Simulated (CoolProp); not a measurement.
Values from CoolProp's reference Helmholtz-energy equation of state, Gedanitz 2015.

**Question.** Give the vapour pressure (MPa), vapour density (kg/m³), liquid cp (kJ/(kg K)), surface tension (mN/m) of saturated cyclopentane at 427.3, 445.3 K.

**Answer.** 
```tsv
T (K)	p (MPa)	vapour density (kg/m³)	liquid cp (kJ/(kg K))	surface tension (mN/m)
427.3	1.26	31.5	2.59	6.02
445.3	1.72	44.1	2.76	4.32
```

Surface tension comes from a separate correlation (Mulero 2014).
